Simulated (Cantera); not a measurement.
A Cantera script and its output.

```python
import numpy as np
import cantera as ct

gas = ct.Solution("gri30.yaml")
gas.TPX = 1400, 1000000, {'CH4': 1, 'C2H6': 0.066, 'C3H8': 0.4, 'O2': 2.3, 'N2': 18.9}
reactor = ct.IdealGasReactor(gas, energy="on", clone=False)
net = ct.ReactorNet([reactor])
net.rtol, net.atol = 1e-08, 1e-16
show = ['CH4', 'C2H6', 'C3H8', 'CH3', 'H', 'H2O', 'H2O2']
times = np.geomspace(9e-06, 3, 10)

steps = ct.SolutionArray(gas, extra=["t"])
rows = []
print(f"{'t/s':>10s}{'T/K':>9s}{'P/Pa':>11s}" + "".join(f"{s:>11s}" for s in show))
for t in times:
    while net.time < t:
        t_next = net.step()
        steps.append(gas.state, t=t_next)
    rows.append([np.interp(t, steps.t, y) for y in (steps.T, steps.P, *steps(*show).X.T)])
    print(f"{t:10.3e}{rows[-1][0]:9.1f}{rows[-1][1]:11.4g}" + "".join(f"{x:11.3e}" for x in rows[-1][2:]))
rate = np.gradient(steps.T, steps.t)
print("integrator steps:", len(steps.t))
if steps.T.max() > steps.T[0] + 200:
    print(f"time of steepest temperature rise: {steps.t[rate.argmax()]:.4e} s")
gas.TPX = 1400, 1000000, {'CH4': 1, 'C2H6': 0.066, 'C3H8': 0.4, 'O2': 2.3, 'N2': 18.9}
gas.equilibrate("UV")
print(f"equilibrium (UV): T = {gas.T:.1f} K  " + "  ".join(f"{s} {gas[s].X[0]:.3e}" for s in show))
```

It prints:

```
       t/s      T/K       P/Pa        CH4       C2H6       C3H8        CH3          H        H2O       H2O2
 9.000e-06   1399.1  9.997e+05  4.405e-02  2.930e-03  1.732e-02  1.695e-04  7.289e-07  1.365e-04  3.488e-06
 3.697e-05   1401.5  1.003e+06  4.372e-02  3.220e-03  1.585e-02  1.952e-04  1.027e-06  1.040e-03  4.820e-06
 1.519e-04   1790.1  1.347e+06  2.350e-02  1.154e-03  8.462e-05  1.612e-03  2.273e-04  4.555e-02  8.471e-06
 6.240e-04   2392.4  1.888e+06  3.089e-07  4.949e-14  2.127e-20  7.288e-08  9.701e-04  7.644e-02  1.502e-09
 2.564e-03   2393.2  1.889e+06  8.040e-10  2.562e-19  1.891e-28  1.924e-10  9.748e-04  7.649e-02  1.518e-09
 1.053e-02   2393.5  1.889e+06  7.809e-10  2.433e-19  1.769e-28  1.871e-10  9.759e-04  7.651e-02  1.522e-09
 4.327e-02   2393.5  1.889e+06  7.804e-10  2.430e-19  1.766e-28  1.870e-10  9.759e-04  7.651e-02  1.522e-09
 1.778e-01   2393.5  1.889e+06  7.804e-10  2.430e-19  1.766e-28  1.870e-10  9.759e-04  7.651e-02  1.522e-09
 7.302e-01   2393.5  1.889e+06  7.804e-10  2.430e-19  1.766e-28  1.870e-10  9.759e-04  7.651e-02  1.522e-09
 3.000e+00   2393.5  1.889e+06  7.804e-10  2.430e-19  1.766e-28  1.870e-10  9.759e-04  7.651e-02  1.522e-09
integrator steps: 1900
time of steepest temperature rise: 1.5614e-04 s
equilibrium (UV): T = 2393.5 K  CH4 8.698e-10  C2H6 2.930e-19  C3H8 2.218e-28  CH3 2.084e-10  H 9.759e-04  H2O 7.651e-02  H2O2 1.522e-09
```

Computed with Cantera and GRI-Mech 3.0 (53 species, 325 reactions). GRI-Mech 3.0 was tuned for natural gas; its chemistry of propane as a main component is partial and can be far from experiment.
